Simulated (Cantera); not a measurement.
A perfectly stirred reactor is fed with 3.36 % C2H6, 18.1 % O2, 67.8 % N2, 10.7 % H2O, equivalence ratio 0.65, at 2550 Torr; it is adiabatic with a 550 K inlet, and is followed from long to short residence time, starting on the burning branch (τ in s: 0.021, 0.011, 0.006, 0.0032, 0.0017, 0.00093, 0.0005, 0.00027, 0.00014, 7.6e-05, 4.1e-05, 2.2e-05).

Model: GRI-Mech 3.0 (53 species, 325 reactions), integrated in Cantera.

Predict: blow-out, bracketed by the residence times tried; x(C2H6) at τ = 21.0 ms; x(O2) at τ = 21.0 ms; x(H2O) at τ = 21.0 ms; x(H2) at τ = 21.0 ms; x(CO2) at τ = 21.0 ms; x(C2H6) at τ = 0.500 ms; x(O2) at τ = 0.500 ms; x(H2O) at τ = 0.500 ms; x(H2) at τ = 0.500 ms; x(CO2) at τ = 0.500 ms.


```json
{
  "blow_out_bracketed_by_the_residence_times_tried": "burning at 0.140 ms, out at 76.0 µs",
  "x(C2H6) at τ = 21.0 ms": "2.12e-6",
  "x(O2) at τ = 21.0 ms": "0.0621",
  "x(H2O) at τ = 21.0 ms": "0.204",
  "x(H2) at τ = 21.0 ms": "0.000138",
  "x(CO2) at τ = 21.0 ms": "0.0655",
  "x(C2H6) at τ = 0.500 ms": "3.40e-5",
  "x(O2) at τ = 0.500 ms": "0.0647",
  "x(H2O) at τ = 0.500 ms": "0.201",
  "x(H2) at τ = 0.500 ms": "0.00123",
  "x(CO2) at τ = 0.500 ms": "0.0602"
}
```
